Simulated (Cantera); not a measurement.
Feed: 1 mol CsOH, 0.43 mol O2, equilibrated at 1050 K and 10000 Pa.

Method: chemical equilibrium by Gibbs-energy minimisation in Cantera with the NASA 1993 tables (ideal gas, pure condensed phases). Candidate condensed phases: Cs, CsOH, H2O; 15 gas species. Rates play no part.

Base state: CsOH 0.600, O2 0.324, Cs2(OH)2 0.0766, Cs 3.81e-5, H2O 2.34e-5 (mole fractions); condensed: gas only.

What changes in the equilibrium state with this change: O2 from 0.43 to 0.046 mol?


```csv
species,before,after
CsOH,0.600,0.810
Cs2(OH)2,0.0766,0.140
O2,0.324,0.0501
Cs,3.81e-5,6.51e-5
H2O,2.34e-5,3.71e-5
```

What changes in the equilibrium state with this change: pressure from 10000 Pa to 17000 Pa?


| species | before | after |
|---|---|---|
| CsOH | 0.600 | 0.555 |
| O2 | 0.324 | 0.334 |
| Cs2(OH)2 | 0.0766 | 0.111 |
| Cs | 3.81e-5 | 2.67e-5 |
| H2O | 2.34e-5 | 1.80e-5 |
